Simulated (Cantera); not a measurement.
A Cantera script and its output.

```python
import numpy as np
import cantera as ct

gas = ct.Solution("SiF4_NH3_mec.yaml", "gas")
gas.TPX = 1923, 2666, {'NH3': 1, 'H2': 1.2}
inlet = ct.Reservoir(gas, clone=True)

reactor = ct.IdealGasConstPressureReactor(gas, energy="off", clone=False)
exhaust = ct.Reservoir(gas, clone=True)
tau = [15, 2.6, 0.48, 0.086, 0.016, 0.0028, 0.00051][0]
for a, b in ((inlet, reactor), (reactor, exhaust)):
    ct.MassFlowController(a, b, mdot=lambda t: reactor.mass / tau)
net = ct.ReactorNet([reactor])
show = ['NH3', 'H2', 'NH', 'N2H2', 'NH2']

rows = []
print(f"{'tau/s':>10s}{'T/K':>9s}" + "".join(f"{s:>11s}" for s in show))
for tau in [15, 2.6, 0.48, 0.086, 0.016, 0.0028, 0.00051]:
    net.initial_time = 0.0
    net.advance(30 * tau)
    before = gas.X
    net.advance(40 * tau)
    drift = np.max(np.abs(gas.X - before) / (gas.X + 1e-9))
    rows.append([gas.T, *gas[show].X, drift])
    print(f"{tau:10.3e}{gas.T:9.1f}" + "".join(f"{x:11.3e}" for x in gas[show].X))
```

Result:

```
     tau/s      T/K        NH3         H2         NH       N2H2        NH2
 1.500e+01   1923.0  5.373e-02  8.077e-01  5.159e-06  2.041e-07  1.443e-04
 2.600e+00   1923.0  1.867e-01  7.206e-01  8.001e-06  9.295e-07  3.387e-04
 4.800e-01   1923.0  3.555e-01  6.098e-01  9.743e-06  2.116e-06  5.226e-04
 8.600e-02   1923.0  4.334e-01  5.587e-01  9.799e-06  2.598e-06  5.822e-04
 1.600e-02   1923.0  4.512e-01  5.472e-01  7.454e-06  1.906e-06  5.162e-04
 2.800e-03   1923.0  4.542e-01  5.455e-01  1.204e-06  2.046e-07  2.043e-04
 5.100e-04   1923.0  4.545e-01  5.455e-01  4.283e-08  4.996e-09  3.852e-05
```

Computed with Cantera and the gas-phase N/H chemistry of the illustrative SiF4/NH3 mechanism in the Surface Chemkin manual (1991). Walls and surfaces, which speed up NH3 decomposition in real reactors, are not modelled.
